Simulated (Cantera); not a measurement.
A perfectly stirred reactor is fed with H2 : O2 = 0.032 : 1 (molar parts), at 0.0237 atm; it is held at 973 K, and followed from long to short residence time.

Detailed kinetics in Cantera: GRI-Mech 3.0 (53 species, 325 reactions). Radical loss at walls, strong at low pressure, is not modelled.

Q: Predict: x(H2) at τ = 0.620 s; x(O2) at τ = 0.620 s; x(H2O2) at τ = 0.620 s; x(H2O) at τ = 0.620 s; x(O) at τ = 0.620 s; x(H2) at τ = 28.0 ms; x(O2) at τ = 28.0 ms; x(H2O2) at τ = 28.0 ms; x(H2O) at τ = 28.0 ms; x(O) at τ = 28.0 ms.

A: 
```
Property                   Value
----------------------  --------
x(H2) at τ = 0.620 s    0.000474
x(O2) at τ = 0.620 s       0.968
x(H2O2) at τ = 0.620 s   1.31e-7
x(H2O) at τ = 0.620 s     0.0309
x(O) at τ = 0.620 s     0.000652
x(H2) at τ = 28.0 ms     0.00255
x(O2) at τ = 28.0 ms       0.965
x(H2O2) at τ = 28.0 ms   2.91e-7
x(H2O) at τ = 28.0 ms     0.0280
x(O) at τ = 28.0 ms      0.00319
```
